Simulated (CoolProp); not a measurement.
Saturation properties of carbon dioxide (Tc = 304.1 K, pc = 73.77 bar, ω = 0.224).

The numbers come from the reference Helmholtz-energy equation of state, Span 1996 in CoolProp.

```json
[
 {"T (K)": "241.1", "p (bar)": "13.32", "liquid density (kg/m³)": "1084", "vapour density (kg/m³)": "34.58", "surface tension (mN/m)": "10.9"},
 {"T (K)": "245.7", "p (bar)": "15.54", "liquid density (kg/m³)": "1065", "vapour density (kg/m³)": "40.44", "surface tension (mN/m)": "9.94"},
 {"T (K)": "250.4", "p (bar)": "18.08", "liquid density (kg/m³)": "1044", "vapour density (kg/m³)": "47.26", "surface tension (mN/m)": "8.94"},
 {"T (K)": "255", "p (bar)": "20.84", "liquid density (kg/m³)": "1023", "vapour density (kg/m³)": "54.89", "surface tension (mN/m)": "7.99"},
 {"T (K)": "259.6", "p (bar)": "23.91", "liquid density (kg/m³)": "1001", "vapour density (kg/m³)": "63.60", "surface tension (mN/m)": "7.07"},
 {"T (K)": "264.3", "p (bar)": "27.36", "liquid density (kg/m³)": "976.9", "vapour density (kg/m³)": "73.82", "surface tension (mN/m)": "6.14"},
 {"T (K)": "268.9", "p (bar)": "31.09", "liquid density (kg/m³)": "952.0", "vapour density (kg/m³)": "85.36", "surface tension (mN/m)": "5.27"},
 {"T (K)": "273.6", "p (bar)": "35.27", "liquid density (kg/m³)": "924.7", "vapour density (kg/m³)": "99.05", "surface tension (mN/m)": "4.40"},
 {"T (K)": "278.2", "p (bar)": "39.75", "liquid density (kg/m³)": "895.7", "vapour density (kg/m³)": "114.8", "surface tension (mN/m)": "3.59"},
 {"T (K)": "282.8", "p (bar)": "44.63", "liquid density (kg/m³)": "863.7", "vapour density (kg/m³)": "133.6", "surface tension (mN/m)": "2.81"}
]
```

Surface tension comes from a separate correlation (Mulero 2012).
